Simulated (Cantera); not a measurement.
A freely propagating, adiabatic, planar premixed flame of 2.84 % C₃H₈, 20.3 % O₂, 76.5 % N₂, 0.370 % CO₂, unburnt at 425 K and 0.133 bar; mixture-averaged transport, grid criteria slope 0.08 and curve 0.16, no radiation.

Model: GRI-Mech 3.0 (53 species, 325 reactions), integrated in Cantera. GRI-Mech 3.0 was tuned for natural gas; its chemistry of propane as a main component is partial and can be far from experiment. Burning velocities carry a grid error of a few per cent, more on coarse grids.

x: mole fraction of selected species; z is measured from the peak of heat release.

```csv
z (mm),T (K),u (m/s),x C₃H₈,x O₂,x N₂O,x CH₄,x O,x CO
-6.66,425,0.842,0.0284,0.203,<1e-8,___,<1e-8,1.66e-6
-4.44,426,0.845,0.0284,0.203,<1e-8,___,<1e-8,3.14e-5
-3.33,430,0.854,0.0284,0.202,<1e-8,___,<1e-8,0.000143
-2.22,459,0.915,0.0281,0.199,<1e-8,___,1.12e-8,0.00108
-1.11,716,1.45,0.0231,0.177,<1e-8,___,1.49e-6,0.0110
-0.555,1054,2.18,0.0104,0.145,<1e-8,___,5.68e-5,0.0272
0,1399,2.95,0.000723,0.106,<1e-8,___,0.00104,0.0452
0.555,1537,3.25,3.03e-6,0.0843,1.65e-8,___,0.00459,0.0459
1.11,1571,3.32,<1e-8,0.0753,2.37e-8,___,0.00717,0.0383
2.22,1605,3.37,<1e-8,0.0687,2.92e-8,___,0.00859,0.0266
4.44,1651,3.45,<1e-8,0.0648,3.03e-8,<1e-8,0.00860,0.0175
8.88,1710,3.56,<1e-8,0.0628,3.27e-8,<1e-8,0.00746,0.0137
17.8,1778,3.68,<1e-8,0.0615,3.82e-8,<1e-8,0.00563,0.0115
```

**Question.** Some entries are withheld; supply them.

**Answer.** 
- -6.66, x CH₄: 2.45e-7
- -4.44, x CH₄: 3.97e-6
- -3.33, x CH₄: 1.66e-5
- -2.22, x CH₄: 0.000109
- -1.11, x CH₄: 0.000856
- -0.555, x CH₄: 0.00137
- 0, x CH₄: 0.000787
- 0.555, x CH₄: 0.000140
- 1.11, x CH₄: 1.36e-5
- 2.22, x CH₄: 1.04e-7
